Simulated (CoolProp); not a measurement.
Vapour-liquid equilibrium of dimethyl ether (1) + R134a (2) at 4.18 kPa; x and y are mole fractions of (1).

The numbers come from the multi-fluid Helmholtz-energy mixture model, Wu 2011 and Tillner-Roth 1994; pair parameters Bell 2016 in CoolProp.

```
x      bubble temperature (K)  y at the bubble point  dew temperature at overall composition x (K)  liquid density (mol/L)
-----  ----------------------  ---------------------  --------------------------------------------  ----------------------
0.05                    194.9                  0.038                                         194.9                   15.06
0.125                   195.1                  0.100                                         195.2                   15.23
0.2                     195.3                  0.169                                         195.4                   15.41
0.275                   195.5                  0.245                                         195.6                   15.58
0.35                    195.7                  0.328                                         195.7                   15.77
0.425                   195.7                  0.417                                         195.7                   15.95
0.5                     195.7                  0.509                                         195.7                   16.14
0.575                   195.6                  0.602                                         195.7                   16.33
0.65                    195.5                  0.693                                         195.6                   16.53
0.725                   195.2                  0.778                                         195.4                   16.73
0.8                     194.8                  0.854                                         195.1                   16.94
0.875                   194.4                  0.919                                         194.7                   17.15
0.95                    193.9                  0.972                                         194.1                   17.36
```

y crosses x between x = 0.425 and 0.5: the model has an azeotrope there.

The pair parameters rest on a limited set of measurements; away from them the model extrapolates.
